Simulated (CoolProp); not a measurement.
Sulfur dioxide along the isobar 2.81 MPa: Z from the reference equation and from simpler models built on Tc = 157.5 °C, pc = 7.887 MPa, ω = 0.256; each cubic takes its own stable root.

Values from CoolProp's reference Helmholtz-energy equation of state, Gao 2016.

| T (°C) | phase | reference |
|---|---|---|
| -18.35 | liquid | 0.05714 |
| 13.75 | liquid | 0.05379 |
| 45.95 | liquid | 0.05174 |
| 78.15 | liquid | 0.05117 |
| 110.35 | gas | 0.7727 |
| 142.45 | gas | 0.8419 |
| 174.65 | gas | 0.8836 |
| 206.85 | gas | 0.9115 |
| 238.95 | gas | 0.9315 |

### Question
How far does each simpler model (Redlich-Kwong, Soave-Redlich-Kwong) lie from the reference over these 9 states: mean and median of the absolute difference, and the worst?

### Answer
- Redlich-Kwong: mean 8.1 %, median 3.8 %, worst +19.6 % at 78.15 °C and 2.81 MPa
- Soave-Redlich-Kwong: mean 5.8 %, median 2.2 %, worst +13.7 % at 78.15 °C and 2.81 MPa
